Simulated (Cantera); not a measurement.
What does this Cantera script print?

```python
import numpy as np
import cantera as ct

gas = ct.Solution("h2o2.yaml")
gas.TPX = 1375, 38000, {'H2': 1.9, 'O2': 1, 'N2': 15}
reactor = ct.IdealGasConstPressureReactor(gas, energy="off", clone=False)
net = ct.ReactorNet([reactor])
net.rtol, net.atol = 1e-08, 1e-18
show = ['H2', 'O2', 'H2O', 'HO2', 'H', 'O', 'H2O2']
times = np.geomspace(3e-06, 10, 14)

steps = ct.SolutionArray(gas, extra=["t"])
rows = []
print(f"{'t/s':>10s}{'T/K':>9s}{'P/Pa':>11s}" + "".join(f"{s:>11s}" for s in show))
for t in times:
    while net.time < t:
        t_next = net.step()
        steps.append(gas.state, t=t_next)
    rows.append([np.interp(t, steps.t, y) for y in (steps.T, steps.P, *steps(*show).X.T)])
    print(f"{t:10.3e}{rows[-1][0]:9.1f}{rows[-1][1]:11.4g}" + "".join(f"{x:11.3e}" for x in rows[-1][2:]))
rate = np.gradient(steps.T, steps.t)
print("integrator steps:", len(steps.t))
if steps.T.max() > steps.T[0] + 200:
    print(f"time of steepest temperature rise: {steps.t[rate.argmax()]:.4e} s")
gas.TPX = 1375, 38000, {'H2': 1.9, 'O2': 1, 'N2': 15}
gas.equilibrate("TP")
print(f"equilibrium (TP): T = {gas.T:.1f} K  " + "  ".join(f"{s} {gas[s].X[0]:.3e}" for s in show))
```

It prints:

```
       t/s      T/K       P/Pa         H2         O2        H2O        HO2          H          O       H2O2
 3.000e-06   1375.0    3.8e+04  1.061e-01  5.587e-02  7.018e-10  8.346e-09  8.378e-09  6.460e-10  1.160e-11
 9.525e-06   1375.0    3.8e+04  1.061e-01  5.587e-02  1.439e-08  2.663e-08  3.611e-08  4.566e-09  1.124e-10
 3.024e-05   1375.0    3.8e+04  1.061e-01  5.587e-02  4.782e-07  9.097e-08  4.850e-07  7.012e-08  1.033e-09
 9.603e-05   1375.0    3.8e+04  1.052e-01  5.546e-02  6.606e-04  5.264e-06  5.609e-04  8.203e-05  5.896e-08
 3.049e-04   1375.0    3.8e+04  1.559e-02  1.525e-02  7.353e-02  3.206e-06  3.442e-02  6.430e-03  5.558e-07
 9.681e-04   1375.0    3.8e+04  1.035e-02  9.467e-03  9.312e-02  2.208e-06  1.177e-02  2.121e-03  5.350e-07
 3.074e-03   1375.0    3.8e+04  4.722e-03  5.409e-03  1.051e-01  1.297e-06  2.429e-03  4.887e-04  3.692e-07
 9.760e-03   1375.0    3.8e+04  1.535e-03  3.635e-03  1.100e-01  7.608e-07  3.496e-04  1.007e-04  1.787e-07
 3.099e-02   1375.0    3.8e+04  3.437e-04  3.070e-03  1.116e-01  3.526e-07  3.332e-05  1.845e-05  5.953e-08
 9.839e-02   1375.0    3.8e+04  5.670e-05  2.957e-03  1.120e-01  8.401e-08  2.204e-06  2.930e-06  1.377e-08
 3.124e-01   1375.0    3.8e+04  9.576e-06  2.946e-03  1.121e-01  1.476e-08  1.564e-07  5.084e-07  2.856e-09
 9.919e-01   1375.0    3.8e+04  2.270e-06  2.947e-03  1.121e-01  3.938e-09  1.843e-08  1.238e-07  7.496e-10
 3.149e+00   1375.0    3.8e+04  1.098e-06  2.947e-03  1.121e-01  2.552e-09  6.240e-09  6.011e-08  3.763e-10
 1.000e+01   1375.0    3.8e+04  1.031e-06  2.948e-03  1.121e-01  2.487e-09  5.683e-09  5.643e-08  3.544e-10
integrator steps: 2220
equilibrium (TP): T = 1375.0 K  H2 1.031e-06  O2 2.948e-03  H2O 1.121e-01  HO2 2.487e-09  H 5.683e-09  O 5.642e-08  H2O2 3.544e-10
```

Detailed kinetics in Cantera: the H2/O2 subset of GRI-Mech 3.0, which has no nitrogen chemistry. The temperature is held fixed by assumption; the heat of reaction is taken as removed at once.
